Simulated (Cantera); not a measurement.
Charge: 1 mol SiH₂Cl₂, 21 mol NO, 7 mol N₂, held at 30.0 Pa.

Equilibrium computed with Cantera from the NASA thermochemical tables; the gas is ideal and each condensed phase is pure. Candidate condensed phases: H₂O, NH₄Cl, Si, SiO₂, Si₂N₂O, Si₃N₄; 47 gas species. The numbers say what is thermodynamically allowed, not how fast it happens. All values below are at 1073 K.

Base state: N₂ 0.604, O₂ 0.326, HCl 0.0617, H₂O 0.00362, Cl 0.00289, Cl₂ 0.00217, NO 7.21e-5 (mole fractions); condensed: SiO₂(β-quartz).

### Question
What changes in the equilibrium state with this change: SiH₂Cl₂ replaced by SiH₄?

### Answer
```tsv
species	before	after
N₂	0.604	0.625
O₂	0.326	0.304
H₂O	0.00362	0.0714
HCl	0.0617	0
Cl	0.00289	0
Cl₂	0.00217	0
NO	7.21e-5	7.08e-5
SiO₂(β-quartz), mol	1.00	1.00
```

### Question
What changes in the equilibrium state with this change: pressure from 30.0 Pa to 7.50 mbar?

### Answer
```json
[
 {"species": "N₂", "before": "0.604", "after": "0.605"},
 {"species": "O₂", "before": "0.326", "after": "0.325"},
 {"species": "HCl", "before": "0.0617", "after": "0.0571"},
 {"species": "Cl₂", "before": "0.00217", "after": "0.00557"},
 {"species": "H₂O", "before": "0.00362", "after": "0.00603"},
 {"species": "Cl", "before": "0.00289", "after": "0.000927"},
 {"species": "NO", "before": "7.21e-5", "after": "7.21e-5"},
 {"species": "SiO₂(β-quartz), mol", "before": "1.00", "after": "1.00"}
]
```
